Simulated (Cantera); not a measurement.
Input: 1 mol CH4, 0.079 mol O2, 1.6 mol H2, held at 10.0 Torr.

Cantera equilibrium calculation (NASA polynomials, part measured and part estimated; ideal gas, pure solids and liquids). Candidate condensed phases: C, C6H6, C7H8, C8H18, H2O; 110 gas species. Kinetics and transport are ignored. All values below are at 1873 K.

Base state: H2 0.952, CO 0.0419, H 0.00545, C2H2 (acetylene) 0.000297 (mole fractions); condensed: C(graphite).

**Question.** What changes in the equilibrium state with this change: O2 from 0.079 to 0.41 mol?

**Answer.** 
```csv
species,before,after
H2,0.952,0.810
CO,0.0419,0.185
H,0.00545,0.00503
C2H2 (acetylene),0.000297,0.000253
"C(graphite), mol",0.840,0.178
```
